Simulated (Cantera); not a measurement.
A Cantera script and its output.

```python
import numpy as np
import cantera as ct

gas = ct.Solution("gri30.yaml")
gas.TPX = 475, 400000, {'CH4': 1, 'C2H6': 1.2, 'O2': 5.64, 'N2': 24.8}
flame = ct.FreeFlame(gas, width=0.015)
flame.set_refine_criteria(ratio=3, slope=0.08, curve=0.16)
flame.transport_model = "mixture-averaged"
flame.solve(loglevel=0, auto=True)
z, T = flame.grid, flame.T
thick = (T[-1] - T[0]) / np.gradient(T, z).max()
show = ['CH4', 'C2H6', 'O2', 'C2H2', 'H2O2', 'H2']
print(f"laminar burning velocity  {flame.velocity[0] * 100:.3f} cm/s")
print(f"burnt temperature         {T[-1]:.1f} K")
print(f"thermal thickness         {thick * 1e3:.4f} mm")
print(f"grid points               {len(z)}")
z0 = z[flame.heat_release_rate.argmax()]
print(f"{'z/mm':>9s}{'T/K':>9s}{'u/(m/s)':>9s}" + "".join(f"{s:>11s}" for s in show))
rows = []
for k in (-3, -2, -1.5, -1, -0.5, -0.25, 0, 0.25, 0.5, 1, 2, 4, 8):
    zz = z0 + k * thick
    rows.append([k * thick, np.interp(zz, z, T), np.interp(zz, z, flame.velocity),
                 *(np.interp(zz, z, flame.X[gas.species_index(s)]) for s in show)])
    print(f"{rows[-1][0] * 1e3:9.3f}{rows[-1][1]:9.1f}{rows[-1][2]:9.3f}" + "".join(f"{x:11.3e}" for x in rows[-1][3:]))
```

It prints:

```
laminar burning velocity  45.776 cm/s
burnt temperature         2217.6 K
thermal thickness         0.1368 mm
grid points               153
     z/mm      T/K  u/(m/s)        CH4       C2H6         O2       C2H2       H2O2         H2
   -0.410    475.6    0.459  3.058e-02  3.672e-02  1.725e-01  6.568e-08  2.031e-07  1.300e-03
   -0.274    480.0    0.464  3.042e-02  3.662e-02  1.719e-01  8.254e-07  1.951e-06  3.235e-03
   -0.205    495.8    0.481  3.002e-02  3.640e-02  1.703e-01  4.438e-06  8.499e-06  5.497e-03
   -0.137    581.6    0.568  2.826e-02  3.505e-02  1.628e-01  3.298e-05  4.414e-05  9.506e-03
   -0.068    999.2    0.996  2.060e-02  2.385e-02  1.241e-01  2.709e-04  1.593e-04  1.537e-02
   -0.034   1401.8    1.418  1.295e-02  9.462e-03  8.355e-02  6.231e-04  6.619e-05  1.824e-02
    0.000   1784.8    1.822  3.975e-03  4.483e-04  4.013e-02  9.036e-04  2.050e-06  1.835e-02
    0.034   1954.2    1.990  3.144e-04  7.129e-07  1.680e-02  1.492e-04  5.919e-07  1.483e-02
    0.068   2013.3    2.041  1.212e-05  5.308e-10  9.273e-03  5.586e-06  4.430e-07  1.317e-02
    0.137   2074.8    2.092  2.739e-08  5.495e-15  5.302e-03  1.108e-08  3.157e-07  1.264e-02
    0.274   2132.7    2.144  1.739e-12  4.270e-21  3.015e-03  1.074e-12  1.994e-07  1.183e-02
    0.547   2175.3    2.182  1.263e-14  1.003e-25  1.464e-03  8.138e-17  1.104e-07  1.090e-02
    1.094   2200.6    2.204  1.345e-14  1.338e-27  5.882e-04  1.898e-18  5.157e-08  1.030e-02
```

Cantera simulation using GRI-Mech 3.0 (53 species, 325 reactions); the numbers are that mechanism's predictions, not measurements. Burning velocities carry a grid error of a few per cent, more on coarse grids.
